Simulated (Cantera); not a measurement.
An isothermal, constant-pressure homogeneous reactor starts with H2 : O2 : N2 = 0.89 : 1.4 : 9.2 (molar parts), equivalence ratio 0.32, at 950 K and 308 Torr.

Model: the H2/O2 subset of GRI-Mech 3.0, which has no nitrogen chemistry, integrated in Cantera. The temperature is held fixed by assumption; the heat of reaction is taken as removed at once.

x: mole fraction; the columns are a selection and need not sum to one.

```tsv
t (s)	x H2	x O2	x H	x H2O	x OH	x O
2.00e-6	0.0775	0.122	1.29e-12	<1e-12	<1e-12	<1e-12
5.92e-6	0.0775	0.122	3.68e-12	<1e-12	<1e-12	<1e-12
1.75e-5	0.0775	0.122	1.06e-11	1.87e-12	<1e-12	1.36e-12
5.20e-5	0.0775	0.122	3.63e-11	2.47e-11	2.60e-12	7.89e-12
0.000154	0.0775	0.122	2.51e-10	4.40e-10	1.99e-11	6.50e-11
0.000456	0.0775	0.122	2.09e-8	5.16e-8	1.68e-9	[?]
0.00135	0.0472	0.108	0.00441	0.0286	0.000651	[?]
0.00400	0.00492	0.0887	1.90e-5	0.0754	2.73e-5	[?]
0.0118	0.00312	0.0879	1.51e-6	0.0773	3.41e-6	[?]
0.0351	0.00242	0.0875	4.83e-7	0.0780	1.37e-6	[?]
0.104	0.00149	0.0871	2.21e-7	0.0790	9.90e-7	[?]
0.308	0.000574	0.0867	5.53e-8	0.0800	6.26e-7	[?]
0.912	0.000127	0.0865	5.78e-9	0.0804	2.95e-7	[?]
2.70	2.42e-5	0.0865	3.55e-10	0.0806	9.47e-8	[?]
8.00	5.31e-6	0.0865	2.63e-11	0.0806	3.11e-8	5.08e-10
```

### Question
Some entries are withheld; supply them.

### Answer

- 0.000456, x O: 5.56e-9
- 0.00135, x O: 0.00103
- 0.00400, x O: 3.32e-5
- 0.0118, x O: 4.09e-6
- 0.0351, x O: 1.56e-6
- 0.104, x O: 9.51e-7
- 0.308, x O: 4.08e-7
- 0.912, x O: 7.72e-8
- 2.70, x O: 6.31e-9
